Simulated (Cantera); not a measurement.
Charge: 1 mol Si, 2.6 mol NF3, 11 mol N2, 2.8 mol SF6, equilibrated at 0.0170 bar.

Method: chemical equilibrium by Gibbs-energy minimisation in Cantera with the NASA 1993 tables (ideal gas, pure condensed phases). Candidate condensed phases: S, Si, Si3N4; 29 gas species. Kinetics and transport are ignored. All values below are at 798 K.

Base state: N2 0.679, SF6 0.155, F2 0.0852, SiF4 0.0555, F 0.0181, NF3 0.00742 (mole fractions); condensed: gas only.

What changes in the equilibrium state with this change: 0.15 mol H2S added?


```tsv
species	before	after
N2	0.679	0.685
SF6	0.155	0.165
F2	0.0852	0.0587
HF	0	0.0168
F	0.0181	0.0150
SiF4	0.0555	0.0558
NF3	0.00742	0.00426
```
